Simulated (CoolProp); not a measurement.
CH3F (R41) along the isotherm 65.35 °C: Z from the reference equation and from simpler models built on Tc = 44.1 °C, pc = 5.906 MPa, ω = 0.200; each cubic takes its own stable root.

Values from CoolProp's reference Helmholtz-energy equation of state, Lemmon 2006. It is a short technical equation, of lower accuracy than the large ones.

| p (MPa) | phase | reference |
|---|---|---|
| 2.11 | gas | 0.8805 |
| 4.22 | gas | 0.7448 |
| 6.33 | supercritical | 0.5793 |
| 8.44 | supercritical | 0.3664 |
| 10.5 | supercritical | 0.2992 |
| 12.7 | supercritical | 0.3166 |
| 14.8 | supercritical | 0.3449 |
| 16.9 | supercritical | 0.3762 |
| 19 | supercritical | 0.4084 |
| 21.1 | supercritical | 0.4409 |
| 23.2 | supercritical | 0.4734 |
| 25.3 | supercritical | 0.5059 |
| 27.4 | supercritical | 0.5381 |
| 29.5 | supercritical | 0.5702 |

Q: How far does each simpler model (Redlich-Kwong, Soave-Redlich-Kwong) lie from the reference over these 14 states: mean and median of the absolute difference, and the worst?

A: 
- Redlich-Kwong: mean 20.2 %, median 25.3 %, worst +28.6 % at 65.35 °C and 12.7 MPa
- Soave-Redlich-Kwong: mean 23.5 %, median 27.2 %, worst +34.0 % at 65.35 °C and 10.5 MPa
